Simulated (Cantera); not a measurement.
A closed system holds: 1 mol AlN, a varied amount of H2, at 2100 K and 0.100 bar.

These are equilibrium values from Cantera (NASA tables, ideal gas, pure condensed phases), not measurements of a reactor. Candidate condensed phases: Al, AlN; 13 gas species. The numbers say what is thermodynamically allowed, not how fast it happens.

Task: What share of the Al ends up in condensed phases as a function of n(H2) (mol), at 7.1, 10, 14, 20, 29, 41, 57, 81, 120?

Result: 
| n(H2) (mol) | Al condensed (%) | as |
|---|---|---|
| 7.1 | 75.3 | AlN(s) |
| 10 | 65.2 | AlN(s) |
| 14 | 51.3 | AlN(s) |
| 20 | 30.5 | AlN(s) |
| 29 | 0.0 | - |
| 41 | 0.0 | - |
| 57 | 0.0 | - |
| 81 | 0.0 | - |
| 120 | 0.0 | - |
